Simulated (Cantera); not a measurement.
Feed: 1 mol HBr, 0.16 mol H2O, 12 mol H2, held at 1.00 bar.

Cantera equilibrium calculation (NASA polynomials, part measured and part estimated; ideal gas, pure solids and liquids). Candidate condensed phases: Br2, H2O; 25 gas species. Ions and electrons are included (thermal ionisation). Equilibrium is a limit: real reactors are often held back by kinetics, nucleation or transport. All values below are at 4750 K.

Base state: H 0.918, Br 0.0385, H2 0.0367, O 0.00582, HBr 0.000726, OH 0.000429, H2O 2.27e-5 (mole fractions); condensed: gas only.

**Question.** What changes in the equilibrium state with this change: pressure from 1.00 bar to 6.00 bar?

**Answer.** 
```csv
species,before,after
H,0.918,0.787
H2,0.0367,0.162
Br,0.0385,0.0402
HBr,0.000726,0.00391
H2O,2.27e-5,0.000491
OH,0.000429,0.00180
O,0.00582,0.00475
```
